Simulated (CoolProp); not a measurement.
A single-stage vapour-compression cycle with vinyl chloride: evaporating at 276.15 K (dew point), condensing at 313.15 K (bubble point), superheat 10 K, subcooling 2 K, compressor efficiency 0.65, no pressure losses. Each further row changes one setting.

Model: reference Helmholtz-energy equation of state, Thol 2022, in CoolProp.

```csv
case,cooling COP,pressure ratio,discharge temperature (K),refrigerating effect (kJ/kg),volumetric capacity (kJ/m³)
as stated,4.29,3.13,366.6,297,1570
evaporating temperature 281.15 K,5.12,[?],[?],300,1870
condensing temperature 308.15 K,[?],[?],[?],304,1610
subcooling 7 K,4.40,3.13,366.6,304,1610
superheat 20 K,4.25,3.13,377.6,[?],1550
compressor efficiency 0.55,[?],3.13,378.6,297,1570
```

Q: Complete the blanks.

A: 
- evaporating temperature 281.15 K, pressure ratio: 2.63
- evaporating temperature 281.15 K, discharge temperature (K): 359.7
- condensing temperature 308.15 K, cooling COP: 5.04
- condensing temperature 308.15 K, pressure ratio: 2.73
- condensing temperature 308.15 K, discharge temperature (K): 356.9
- superheat 20 K, refrigerating effect (kJ/kg): 305
- compressor efficiency 0.55, cooling COP: 3.63
